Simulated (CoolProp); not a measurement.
Saturation properties of octamethylcyclotetrasiloxane (D4) (Tc = 313.4 °C, pc = 13.47 bar, ω = 0.598).

Values from CoolProp's reference Helmholtz-energy equation of state, Thol 2015.

| T (°C) | p (bar) | liquid density (kg/m³) | liquid cp (kJ/(kg K)) | vapour Z | surface tension (mN/m) |
|---|---|---|---|---|---|
| 155.95 | 0.5950 | 792.4 | 1.947 | 0.9479 | 8.68 |
| 162.95 | 0.7234 | 783.0 | 1.964 | 0.9399 | 8.22 |
| 169.95 | 0.8726 | 773.4 | 1.982 | 0.9310 | 7.76 |
| 177.05 | 1.047 | 763.5 | 2.000 | 0.9212 | 7.29 |
| 184.05 | 1.245 | 753.6 | 2.018 | 0.9105 | 6.85 |
| 191.15 | 1.474 | 743.2 | 2.037 | 0.8988 | 6.39 |
| 198.15 | 1.731 | 732.7 | 2.056 | 0.8862 | 5.95 |
| 205.15 | 2.020 | 722.0 | 2.076 | 0.8726 | 5.52 |
| 212.25 | 2.351 | 710.7 | 2.096 | 0.8577 | 5.09 |
| 219.25 | 2.715 | 699.3 | 2.117 | 0.8418 | 4.66 |
| 226.35 | 3.128 | 687.3 | 2.140 | 0.8243 | 4.24 |
| 233.35 | 3.580 | 674.9 | 2.164 | 0.8058 | 3.83 |
| 240.35 | 4.081 | 662.0 | 2.190 | 0.7857 | 3.43 |

It boils at 175.7 °C under 1 atm.

Surface tension comes from a separate correlation (Mulero 2014), older than this fluid's equation and unchecked against measurements.
